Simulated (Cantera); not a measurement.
What does this Cantera script print?

```python
import numpy as np
import cantera as ct

gas = ct.Solution("gri30.yaml")
gas.TPX = 1773, 43000, {'CH4': 1, 'CO': 0.032, 'O2': 3.36, 'N2': 12.6}
reactor = ct.IdealGasReactor(gas, energy="on", clone=False)
net = ct.ReactorNet([reactor])
net.rtol, net.atol = 1e-08, 1e-16
show = ['CH4', 'CO', 'O2', 'CH3', 'NO', 'OH', 'H2']
times = np.geomspace(1e-06, 5, 10)

steps = ct.SolutionArray(gas, extra=["t"])
rows = []
print(f"{'t/s':>10s}{'T/K':>9s}{'P/Pa':>11s}" + "".join(f"{s:>11s}" for s in show))
for t in times:
    while net.time < t:
        t_next = net.step()
        steps.append(gas.state, t=t_next)
    rows.append([np.interp(t, steps.t, y) for y in (steps.T, steps.P, *steps(*show).X.T)])
    print(f"{t:10.3e}{rows[-1][0]:9.1f}{rows[-1][1]:11.4g}" + "".join(f"{x:11.3e}" for x in rows[-1][2:]))
rate = np.gradient(steps.T, steps.t)
print("integrator steps:", len(steps.t))
if steps.T.max() > steps.T[0] + 200:
    print(f"time of steepest temperature rise: {steps.t[rate.argmax()]:.4e} s")
gas.TPX = 1773, 43000, {'CH4': 1, 'CO': 0.032, 'O2': 3.36, 'N2': 12.6}
gas.equilibrate("UV")
print(f"equilibrium (UV): T = {gas.T:.1f} K  " + "  ".join(f"{s} {gas[s].X[0]:.3e}" for s in show))
```

Output:

```
       t/s      T/K       P/Pa        CH4         CO         O2        CH3         NO         OH         H2
 1.000e-06   1773.0    4.3e+04  5.885e-02  1.883e-03  1.977e-01  1.426e-06  8.448e-15  1.737e-07  2.196e-07
 5.550e-06   1772.9    4.3e+04  5.884e-02  1.883e-03  1.977e-01  1.216e-05  2.958e-13  7.092e-07  2.106e-06
 3.081e-05   1772.7  4.299e+04  5.875e-02  1.883e-03  1.977e-01  8.881e-05  3.397e-12  1.643e-06  1.498e-05
 1.710e-04   1778.3  4.316e+04  5.595e-02  2.160e-03  1.960e-01  1.348e-03  1.430e-10  3.387e-05  5.632e-04
 9.491e-04   2737.6  6.854e+04  3.521e-17  2.029e-02  7.676e-02  5.798e-16  3.979e-03  2.374e-02  7.077e-03
 5.268e-03   2728.5  6.819e+04  3.599e-17  1.989e-02  7.120e-02  5.631e-16  1.663e-02  2.255e-02  6.959e-03
 2.924e-02   2726.8  6.814e+04  3.598e-17  1.985e-02  7.048e-02  5.597e-16  1.828e-02  2.240e-02  6.950e-03
 1.623e-01   2726.8  6.814e+04  3.598e-17  1.985e-02  7.048e-02  5.597e-16  1.828e-02  2.240e-02  6.950e-03
 9.008e-01   2726.8  6.814e+04  3.598e-17  1.985e-02  7.048e-02  5.597e-16  1.828e-02  2.240e-02  6.950e-03
 5.000e+00   2726.8  6.814e+04  3.598e-17  1.985e-02  7.048e-02  5.597e-16  1.828e-02  2.240e-02  6.950e-03
integrator steps: 1592
time of steepest temperature rise: 2.6976e-04 s
equilibrium (UV): T = 2726.8 K  CH4 5.147e-17  CO 1.985e-02  O2 7.048e-02  CH3 8.006e-16  NO 1.828e-02  OH 2.240e-02  H2 6.950e-03
```

Computed with Cantera and GRI-Mech 3.0 (53 species, 325 reactions).
